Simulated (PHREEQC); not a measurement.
A column of 1 m (40 cells, dispersivity 0.035 m, 300 s a shift, diffusion coefficient 3e-10 m²/s) holds 0.0097 eq of the database's cation exchanger X per kg of pore water, first in equilibrium with 0.021 mol/kgw MgCl2, 0.023 mol/kgw ZnCl2, 0.00039 mol/kgw MgSO4 and 1e-05 mol/kgw HCl. It is flushed with 0.0088 mol ZnSO4 and 1e-05 mol HCl per kg of water, at 15 °C. Values are for the last cell. No CO2 enters from the air. Nothing may precipitate in this run.

The numbers come from PHREEQC with the ion-association model, phreeqc.dat.

```tsv
pore volumes	Mg in solution (mol/kgw)	Cl in solution (mol/kgw)	S in solution (mol/kgw)
0	0.0214	0.0880	0.000390
0.1375	0.0214	0.0880	0.000390
0.3875	0.0214	0.0880	0.000391
0.5125	0.0213	0.0874	0.000446
0.7625	0.0180	0.0719	0.00193
0.8875	0.0144	0.0551	0.00353
1.012	0.0106	0.0378	0.00519
1.262	0.00514	0.0136	0.00750
1.387	0.00356	0.00737	0.00810
1.637	0.00170	0.00190	0.00862
1.762	0.00114	0.000925	…
1.887	0.000750	0.000441	0.00876
2.138	0.000299	0.000100	0.00879
2.263	…	…	0.00880
2.388	…	…	0.00880
2.638	3.86e-5	1.34e-5	0.00880
2.763	2.24e-5	1.15e-5	0.00880
3.013	7.41e-6	1.03e-5	0.00880
3.138	4.22e-6	1.01e-5	0.00880
3.263	2.39e-6	1.00e-5	0.00880
3.513	7.54e-7	1.00e-5	0.00880
3.638	…	1.00e-5	0.00880
3.888	1.30e-7	1.00e-5	0.00880
4.013	7.23e-8	1.00e-5	0.00880
```

Complete the blanks.


- 1.762, S in solution (mol/kgw): 0.00871
- 2.263, Mg in solution (mol/kgw): 0.000183
- 2.263, Cl in solution (mol/kgw): 5.04e-5
- 2.388, Mg in solution (mol/kgw): 0.000110
- 2.388, Cl in solution (mol/kgw): 2.79e-5
- 3.638, Mg in solution (mol/kgw): 4.22e-7

Complexes and solids missing from the database can't appear.
